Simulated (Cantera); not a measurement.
## Hydrocarbon pyrolysis for carbon deposition

An isothermal, constant-pressure homogeneous reactor starts with CH4 : H2 = 1 : 9.5 (molar parts), at 1925 K and 1.00 bar.

Cantera simulation using GRI-Mech 3.0 (53 species, 325 reactions); the numbers are that mechanism's predictions, not measurements. GRI-Mech 3.0 stops at C3 and has no aromatics, soot or wall deposition, so with more carbon than oxygen in the feed, carbon stays in small species such as C2H2 where larger ones or solid carbon would form.

```csv
t (s),x CH4,x H2,x C2H6,x C2H2,x C2H
5.00e-5,0.0930,0.904,4.84e-5,5.32e-5,6.04e-10
0.000152,0.0894,0.906,6.03e-5,0.00116,1.53e-8
0.000460,0.0801,0.911,4.88e-5,0.00553,7.35e-8
0.00140,0.0608,0.922,2.86e-5,0.0147,1.98e-7
0.00423,0.0350,0.936,9.81e-6,0.0268,3.67e-7
0.0128,0.0154,0.947,2.03e-6,0.0359,5.01e-7
0.0389,0.00663,0.952,4.59e-7,0.0400,5.63e-7
0.118,0.00463,0.953,2.75e-7,0.0409,5.78e-7
0.358,0.00457,0.953,2.70e-7,0.0409,5.79e-7
1.09,0.00457,0.953,2.70e-7,0.0409,5.79e-7
3.30,0.00457,0.953,2.70e-7,0.0409,5.79e-7
10.0,0.00457,0.953,2.70e-7,0.0409,5.79e-7
```
x: mole fraction; the columns are a selection and need not sum to one.

Equilibrium at this temperature and pressure: CH4 0.00457, H2 0.953, C2H6 2.70e-7, C2H2 0.0409, C2H 5.79e-7 (gas phase only).
